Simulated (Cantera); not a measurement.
Charge: 1 mol BF3, 0.17 mol O2, held at 2375 K and 1.33 mbar.

Cantera equilibrium calculation (NASA polynomials, part measured and part estimated; ideal gas, pure solids and liquids). Candidate condensed phases: B, B2O3; 21 gas species. The tables' values for BF2 are old estimates; treat these amounts as uncertain. Equilibrium is a limit: real reactors are often held back by kinetics, nucleation or transport.

Base state: BF3 0.470, F 0.326, BOF 0.161, O 0.0251, O2 0.0146, BF2 0.00304, BOF2 0.000248, BO2 1.43e-5 (mole fractions); condensed: gas only.

Question: What changes in the equilibrium state with this change: temperature from 2375 K to 1650 K?

Answer: 
```
species   before     after
-------  -------  --------
BF3        0.470     0.851
O2        0.0146     0.144
F          0.326   0.00313
BOF        0.161   0.00155
O         0.0251  0.000269
BF2      0.00304   5.05e-7
BO2      1.43e-5   5.34e-9
```

Question: What changes in the equilibrium state with this change: 0.0011 mol H2O added?

Answer: 
```json
[
 {"species": "BF3", "before": "0.470", "after": "0.469"},
 {"species": "F", "before": "0.326", "after": "0.325"},
 {"species": "BOF", "before": "0.161", "after": "0.161"},
 {"species": "HF", "before": "0", "after": "0.00139"},
 {"species": "O2", "before": "0.0146", "after": "0.0147"},
 {"species": "O", "before": "0.0251", "after": "0.0251"},
 {"species": "BO2", "before": "1.43e-5", "after": "1.44e-5"},
 {"species": "BF2", "before": "0.00304", "after": "0.00304"}
]
```
Further candidate phases: B3O3H3, H2O.
